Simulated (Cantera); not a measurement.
Source: NASA polynomial tables (part measured, part estimated), evaluated in Cantera. Values are per mole of reaction as written; species without (g) are pure solids or liquids, kept so even where they would boil at 1 bar. TiC: taken at fixed stoichiometry.

Ti + CH4(g) = 4 H(g) + TiC

```tsv
T (K)	ΔH° (kJ)	ΔS° (J/K)	ΔG° (kJ)	log10 K	condensed phases
300	…	…	…	…	Ti(α), TiC(s)
898	791.5	321.6	502.6	-29.24	Ti(α), TiC(s)
1098	…	…	…	…	Ti(α), TiC(s)
1298	797.5	327.5	372.4	-14.98	Ti(β), TiC(s)
1498	801.2	330.2	306.6	-10.69	Ti(β), TiC(s)
1698	…	…	…	…	Ti(β), TiC(s)
1898	804.7	332.3	173.9	-4.79	Ti(β), TiC(s)
2098	789.4	324.5	108.6	-2.70	Ti(l), TiC(s)
2298	788.2	323.9	43.8	-1.00	Ti(l), TiC(s)
2498	786.9	323.4	-20.9	0.44	Ti(l), TiC(s)
```

Q: Complete the blanks.

A: 
- 300, ΔH° (kJ): 762.6
- 300, ΔS° (J/K): 266.3
- 300, ΔG° (kJ): 682.7
- 300, log10 K: -118.86
- 1098, ΔH° (kJ): 796.9
- 1098, ΔS° (J/K): 327.2
- 1098, ΔG° (kJ): 437.7
- 1098, log10 K: -20.82
- 1698, ΔH° (kJ): 803.6
- 1698, ΔS° (J/K): 331.7
- 1698, ΔG° (kJ): 240.4
- 1698, log10 K: -7.39
